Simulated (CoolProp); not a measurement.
Vapour-liquid equilibrium of propane (1) + dimethyl ether (2) at 299.2 K; x and y are mole fractions of (1).

Computed with CoolProp (multi-fluid Helmholtz-energy mixture model, Lemmon 2009 and Wu 2011; pair parameters Bell 2016).

| x | bubble pressure, mixture model (kPa) | bubble pressure, Raoult's law (kPa) | y, mixture model | y, Raoult's law |
|---|---|---|---|---|
| 0.05 | 654.3 | 626.8 | 0.107 | 0.078 |
| 0.15 | … | 663.7 | 0.267 | 0.221 |
| 0.25 | 795.3 | 700.7 | 0.385 | 0.349 |
| 0.35 | 846.1 | 737.6 | 0.479 | 0.464 |
| 0.45 | … | 774.6 | 0.560 | 0.568 |
| 0.55 | … | 811.5 | 0.634 | 0.663 |
| 0.65 | … | 848.5 | … | 0.749 |
| 0.75 | 966.0 | 885.4 | … | 0.828 |
| 0.85 | 977.8 | 922.3 | 0.859 | 0.901 |
| 0.95 | 980.5 | 959.3 | 0.949 | 0.968 |

Problem. Some entries are withheld; supply them.

Solution. 
- 0.15, bubble pressure, mixture model (kPa): 732.4
- 0.45, bubble pressure, mixture model (kPa): 887.3
- 0.55, bubble pressure, mixture model (kPa): 920.5
- 0.65, bubble pressure, mixture model (kPa): 946.7
- 0.65, y, mixture model: 0.706
- 0.75, y, mixture model: 0.779

The largest gap from Raoult's law is +14.7 % in bubble pressure, at x = 0.35. y crosses x between x = 0.85 and 0.95: the model has an azeotrope there.

The pair parameters rest on a limited set of measurements; away from them the model extrapolates.
